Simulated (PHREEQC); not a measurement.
**Brine: speciation**

Consider water at 25 °C with 2 mol/kgw Na2CO3, 0.13 mol/kgw K2SO4 and 0.15 mol/kgw KBr. Closed to the air; pH follows from the charge balance.

The numbers come from PHREEQC with the Pitzer model, pitzer.dat.

Each row changes one thing in this solution. This is a speciation only: nothing precipitates in the calculation.

| case | pH | ionic strength (mol/kgw) | HCO3- (mol/kgw) | CO2 (mol/kgw) | SI of Natron (Na2CO3:10H2O) | SI of Mirabilite (Na2SO4:10H2O) |
|---|---|---|---|---|---|---|
| as made | 11.91 | 6.53 | 0.00793 | 2.68e-9 | -0.23 | -1.22 |
| Na2CO3 from 2 to 2.2 mol/kgw | 11.94 | 7.13 | 0.00808 | 2.21e-9 | -0.17 | -1.20 |
| diluted 2-fold with water | 11.71 | 3.26 | 0.00683 | 7.60e-9 | -0.69 | -1.61 |
| K2SO4 from 0.13 to 0.117 mol/kgw | 11.91 | 6.49 | 0.00793 | 2.70e-9 | -0.23 | -1.25 |
| KBr from 0.15 to 0.165 mol/kgw | 11.91 | 6.55 | 0.00793 | 2.67e-9 | -0.24 | -1.22 |

Complexes and solids missing from the database can't appear. In brines, pH and single-ion activities rest on the MacInnes convention.
